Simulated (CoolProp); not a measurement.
Model: reference Helmholtz-energy equation of state, Thol 2019, in CoolProp.

Problem. For n-pentane, give the phase and the expansivity (1/kK), conductivity (mW/(m K)) at 340.3 K and 3.21 MPa; 340.3 K and 3.67 MPa.

Solution. 
- 340.3 K and 3.21 MPa: liquid; expansivity 1.84, conductivity 99.7
- 340.3 K and 3.67 MPa: liquid; expansivity 1.82, conductivity 100

Thermal conductivity comes from a separate model (Vassiliou 2015).
